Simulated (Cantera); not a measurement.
Charge: 1 mol Si, 1.8 mol NF3, equilibrated at 275 °C and 0.100 bar.

Method: chemical equilibrium by Gibbs-energy minimisation in Cantera with the NASA 1993 tables (ideal gas, pure condensed phases). Candidate condensed phases: Si, Si3N4; 16 gas species. The numbers say what is thermodynamically allowed, not how fast it happens.

Base state: SiF4 0.469, N2 0.313, NF3 0.218, F2 0.000782 (mole fractions); condensed: gas only.

Question: What changes in the equilibrium state with this change: 0.13 mol Cl2 added?

Answer: 
```csv
species,before,after
SiF4,0.469,0.427
N2,0.313,0.306
NF3,0.218,0.156
ClF,0,0.103
ClF3,0,0.00818
F2,0.000782,0.000631
```
